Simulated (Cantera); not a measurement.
A perfectly stirred reactor is fed with C2H6 : N2 = 1 : 10 (molar parts), at 100000 Pa; it is held at 1200 K, and followed from long to short residence time.

Detailed kinetics in Cantera: GRI-Mech 3.0 (53 species, 325 reactions). GRI-Mech 3.0 stops at C3 and has no aromatics, soot or wall deposition, so with more carbon than oxygen in the feed, carbon stays in small species such as C2H2 where larger ones or solid carbon would form.

Task: What does this change do: temperature 1200 to 1575 K?

Result: 
```
quantity                  before     after
----------------------  --------  --------
x(C2H6) at τ = 5.50 s    0.00125   7.97e-6
x(C2H) at τ = 5.50 s    3.66e-11   2.56e-8
x(HCN) at τ = 5.50 s    9.42e-12   2.37e-7
x(CH3) at τ = 5.50 s     3.29e-6   3.15e-5
x(CH4) at τ = 5.50 s      0.0252    0.0125
x(C2H6) at τ = 19.0 ms    0.0420  0.000715
x(C2H) at τ = 19.0 ms   2.04e-11   8.60e-8
x(HCN) at τ = 19.0 ms   3.89e-12   1.14e-7
x(CH3) at τ = 19.0 ms    1.38e-5  0.000265
x(CH4) at τ = 19.0 ms    0.00538    0.0265
```

Task: What does this change do: pressure from 100000 Pa to 32000 Pa?

Result: 
```json
[
 {"quantity": "x(C2H6) at τ = 5.50 s", "before": "0.00125", "after": "0.00101"},
 {"quantity": "x(C2H) at τ = 5.50 s", "before": "3.66e-11", "after": "1.18e-10"},
 {"quantity": "x(HCN) at τ = 5.50 s", "before": "9.42e-12", "after": "2.04e-11"},
 {"quantity": "x(CH3) at τ = 5.50 s", "before": "3.29e-6", "after": "5.01e-6"},
 {"quantity": "x(CH4) at τ = 5.50 s", "before": "0.0252", "after": "0.0172"},
 {"quantity": "x(C2H6) at τ = 19.0 ms", "before": "0.0420", "after": "0.0552"},
 {"quantity": "x(C2H) at τ = 19.0 ms", "before": "2.04e-11", "after": "2.81e-11"},
 {"quantity": "x(HCN) at τ = 19.0 ms", "before": "3.89e-12", "after": "1.32e-11"},
 {"quantity": "x(CH3) at τ = 19.0 ms", "before": "1.38e-5", "after": "3.32e-5"},
 {"quantity": "x(CH4) at τ = 19.0 ms", "before": "0.00538", "after": "0.00408"}
]
```
